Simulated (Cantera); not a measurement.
A freely propagating, adiabatic, planar premixed flame of H2 : O2 : N2 = 1 : 0.5 : 1.88 (molar parts), equivalence ratio 1.0, unburnt at 350 K and 0.610 bar; mixture-averaged transport, grid criteria slope 0.08 and curve 0.16, no radiation.

Cantera simulation using the H2/O2 subset of GRI-Mech 3.0, which has no nitrogen chemistry; the numbers are that mechanism's predictions, not measurements. Burning velocities carry a grid error of a few per cent, more on coarse grids.

Problem. How do the results move with these cheaper or finer settings: unity-Lewis-number transport; multicomponent transport; multicomponent+Soret transport; grid criteria slope 0.5, curve 1; grid criteria slope 0.25, curve 0.5; grid criteria slope 0.03, curve 0.06?

Solution. 
```json
[
 {"setting": "as above", "laminar burning velocity": "292 cm/s", "thermal thickness": "0.711 mm", "peak x(H)": "0.0527", "peak x(H2O2)": "7.96e-5", "grid points": "123"},
 {"setting": "unity-Lewis-number transport", "laminar burning velocity": "198 cm/s", "thermal thickness": "0.583 mm", "peak x(H)": "0.0608", "peak x(H2O2)": "2.20e-5", "grid points": "106"},
 {"setting": "multicomponent transport", "laminar burning velocity": "287 cm/s", "thermal thickness": "0.705 mm", "peak x(H)": "0.0524", "peak x(H2O2)": "8.11e-5", "grid points": "123"},
 {"setting": "multicomponent+Soret transport", "laminar burning velocity": "266 cm/s", "thermal thickness": "0.689 mm", "peak x(H)": "0.0498", "peak x(H2O2)": "8.09e-5", "grid points": "123"},
 {"setting": "grid criteria slope 0.5, curve 1", "laminar burning velocity": "333 cm/s", "thermal thickness": "0.911 mm", "peak x(H)": "0.0557", "peak x(H2O2)": "5.91e-5", "grid points": "36"},
 {"setting": "grid criteria slope 0.25, curve 0.5", "laminar burning velocity": "297 cm/s", "thermal thickness": "0.755 mm", "peak x(H)": "0.0530", "peak x(H2O2)": "7.39e-5", "grid points": "58"},
 {"setting": "grid criteria slope 0.03, curve 0.06", "laminar burning velocity": "290 cm/s", "thermal thickness": "0.696 mm", "peak x(H)": "0.0526", "peak x(H2O2)": "8.31e-5", "grid points": "258"}
]
```
Unity Lewis numbers drop preferential diffusion, which matters most where H2 and H carry the flame; Soret adds thermal diffusion.
